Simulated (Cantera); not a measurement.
An isothermal, constant-pressure homogeneous reactor starts with C2H6 : N2 = 1 : 3.2 (molar parts), at 1798 K and 0.0133 bar. Integrator tolerance rtol = 1e-08.

Model: GRI-Mech 3.0 (53 species, 325 reactions), integrated in Cantera. GRI-Mech 3.0 stops at C3 and has no aromatics, soot or wall deposition, so with more carbon than oxygen in the feed, carbon stays in small species such as C2H2 where larger ones or solid carbon would form. Radical loss at walls, strong at low pressure, is not modelled.

What does this change do: N2 3.2 to 4.4 parts?


| quantity | before | after |
|---|---|---|
| x(C2H6) at 2.00 s | 4.81e-9 (gas-phase equilibrium 5.47e-11) | 4.00e-9 (gas-phase equilibrium 2.93e-11) |
| x(H) at 2.00 s | 0.00170 (gas-phase equilibrium 0.00174) | 0.00155 (gas-phase equilibrium 0.00159) |
| x(C2H2) at 2.00 s | 0.161 (gas-phase equilibrium 0.0968) | 0.135 (gas-phase equilibrium 0.0740) |
| x(CH4) at 2.00 s | 0.000503 (gas-phase equilibrium 4.43e-5) | 0.000422 (gas-phase equilibrium 2.97e-5) |
| x(C2H4) at 2.00 s | 1.65e-5 (gas-phase equilibrium 9.77e-6) | 1.17e-5 (gas-phase equilibrium 6.25e-6) |
| x(CH2) at 2.00 s | 3.18e-7 (gas-phase equilibrium 2.94e-8) | 3.14e-7 (gas-phase equilibrium 2.35e-8) |

What does this change do: C2H6 1 to 1.4 parts?


```json
[
 {"quantity": "x(C2H6) at 2.00 s", "before": "4.81e-9 (gas-phase equilibrium 5.47e-11)", "after": "5.71e-9 (gas-phase equilibrium 9.61e-11)"},
 {"quantity": "x(H) at 2.00 s", "before": "0.00170 (gas-phase equilibrium 0.00174)", "after": "0.00185 (gas-phase equilibrium 0.00189)"},
 {"quantity": "x(C2H2) at 2.00 s", "before": "0.161 (gas-phase equilibrium 0.0968)", "after": "0.189 (gas-phase equilibrium 0.124)"},
 {"quantity": "x(CH4) at 2.00 s", "before": "0.000503 (gas-phase equilibrium 4.43e-5)", "after": "0.000592 (gas-phase equilibrium 6.35e-5)"},
 {"quantity": "x(C2H4) at 2.00 s", "before": "1.65e-5 (gas-phase equilibrium 9.77e-6)", "after": "2.27e-5 (gas-phase equilibrium 1.46e-5)"},
 {"quantity": "x(CH2) at 2.00 s", "before": "3.18e-7 (gas-phase equilibrium 2.94e-8)", "after": "3.21e-7 (gas-phase equilibrium 3.60e-8)"}
]
```
